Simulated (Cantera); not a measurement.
A closed system holds: 1 mol PbCl₂, 0.027 mol HCl, 46 mol H₂, equilibrated at 0.133 bar.

Cantera equilibrium calculation (NASA polynomials, part measured and part estimated; ideal gas, pure solids and liquids). Candidate condensed phases: Pb, PbCl₂; 10 gas species. The tables' values for PbCl₄ are old estimates; treat these amounts as uncertain. Equilibrium is a limit: real reactors are often held back by kinetics, nucleation or transport.

log p: log10 of the partial pressure in bar; n: condensed amount in mol.

```tsv
T (K)	log p H₂	log p HCl	log p Pb	log p PbCl	n Pb(l)
873	-0.89	-2.26	-6.20	-4.68	0.947
923	-0.89	-2.26	-5.60	-4.36	0.940
973	-0.89	-2.27	-5.06	-4.08	0.924
1023	-0.89	-2.27	-4.57	-3.83	0.895
1073	-0.89	-2.28	-4.14	-3.60	0.844
1123	-0.89	-2.29	-3.74	-3.40	[?]
1173	-0.90	-2.31	-3.37	-3.23	[?]
1223	-0.90	-2.33	-3.04	-3.08	[?]
1273	-0.90	-2.35	-2.78	-2.98	0
1323	-0.90	-2.33	-2.73	-3.05	0
1373	-0.90	-2.32	-2.70	-3.12	0
1423	-0.90	-2.30	-2.67	-3.20	0
1473	-0.90	-2.29	-2.65	-3.28	0
```

Problem. Complete the blanks.

Solution. 
- 1123, n Pb(l): 0.755
- 1173, n Pb(l): 0.603
- 1223, n Pb(l): 0.344
